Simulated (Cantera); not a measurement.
What does this Cantera script print?

```python
import numpy as np
import cantera as ct

gas_names = """
    Mg MgN MgO MgS Mg2 N NO NO2 NO3 N2 N2O O O2 O3 S SN SO SO2 SO3 S2 S2O S8
""".split()
cond_names = """
    Mg(cr) Mg(L) MgO(s) MgO(L) MgS(s) MgSO4(s) MgSO4(L) S(cr1) S(cr2) S(L)
""".split()


# ... load() reads the species with a 1 bar reference pressure and builds the phases ...
atoms = {
    'MgO': {'Mg': 1, 'O': 1},
    'SO3': {'S': 1, 'O': 3},
    'N2': {'N': 2},
}
top_T = {'MgS(s)': 2250}  # K; cautious upper limits of use, not melting points


# ... equilibrate(T, P, feed) seeds the gas with the atoms and calls Mixture.equilibrate('TP', solver="vcs", rtol=1e-11, max_steps=5000) ...
results = []
feed = {'MgO': 1, 'SO3': 0.66, 'N2': 0.69}  # mol
P = 100000  # Pa
for T in [1323, 1373, 1423, 1473, 1523, 1573, 1623, 1673, 1723]:
    mix = equilibrate(T, P, feed)
    results.append((T, P, feed, dict(zip(mix.species_names, mix.species_moles))))

top = {s: max(r[3][s] / sum(r[3][g] for g in gas_names) for r in results) for s in gas_names}
cols = sorted((s for s in top if top[s] > 1e-06), key=lambda s: -top[s])[:8]
seen = [c for c in cond_names if any(r[3].get(c, 0) > 1e-12 for r in results)]
print("log10 of partial pressures in bar; condensed amounts in mol")
print(f"{'T/K':>10s}" + "".join(f"{s[:9]:>10s}" for s in cols + seen))
for T, P, feed, n in results:
    ng = sum(n[g] for g in gas_names)
    print(f"{T:10.4g}" + "".join(f"{np.log10(max(n[s] / ng * P / 1e5, 1e-99)):10.3f}" for s in cols)
          + "".join(f"{n.get(c, 0):10.4g}" for c in seen))
```

Output:

```
log10 of partial pressures in bar; condensed amounts in mol
       T/K        N2       SO2        O2       SO3        NO         O        SO       NO2    MgO(s)  MgSO4(s)
      1323    -0.345    -0.450    -0.751    -1.806    -3.496    -6.951    -7.936    -5.536    0.9062   0.09384
      1373    -0.384    -0.417    -0.719    -1.895    -3.368    -6.570    -7.485    -5.474         1         0
      1423    -0.385    -0.414    -0.716    -2.020    -3.244    -6.229    -7.080    -5.426         1         0
      1473    -0.385    -0.412    -0.714    -2.136    -3.130    -5.911    -6.702    -5.381         1         0
      1523    -0.386    -0.411    -0.713    -2.245    -3.023    -5.615    -6.350    -5.340         1         0
      1573    -0.386    -0.410    -0.712    -2.347    -2.923    -5.337    -6.020    -5.302         1         0
      1623    -0.386    -0.409    -0.712    -2.444    -2.829    -5.077    -5.711    -5.266         1         0
      1673    -0.387    -0.408    -0.711    -2.534    -2.741    -4.832    -5.420    -5.232         1         0
      1723    -0.387    -0.408    -0.711    -2.619    -2.659    -4.601    -5.146    -5.201         1         0
```

Method: chemical equilibrium by Gibbs-energy minimisation in Cantera with the NASA 1993 tables (ideal gas, pure condensed phases). Mutual solubility and eutectic melting of coexisting phases are not modelled.
